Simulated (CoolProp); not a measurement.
A Linde-Hampson liquefier for nitrogen: isothermal reversible compression at 290 K from 1 atm to 5 MPa, throttling to 1 atm, return gas leaving the recuperator 2 K below the feed. Each further row changes one setting.

Model: reference Helmholtz-energy equation of state, Span 2000, in CoolProp.

```csv
case,liquid yield per pass,compression work (kJ/kg of gas)
as stated,0.021,335
high pressure 10 MPa,0.045,394
warm-end temperature 320 K,0.015,370
warm-end gap 7 K,0.009,335
```
